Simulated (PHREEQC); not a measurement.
**Metal-bearing waste water**

Consider water at 25 °C with 0.032 mol/kgw Pb(NO3)2, 0.00013 mol/kgw CuCl2 and 0.0019 mol/kgw H2SO4. Closed to the air; pH follows from the charge balance.

Model: ion-association model, phreeqc.dat, run in PHREEQC.

This is a speciation only: nothing precipitates in the calculation.

### Question
Estimate the pH, density.

### Answer
pH 2.51; density 1.006 g/cm³.

### Question
In which forms is N present?

### Answer
NO3- 88 %, PbNO3+ 12 % of the N.

Saturation is exceeded, for instance for Anglesite; the values hold only as long as no solid forms.
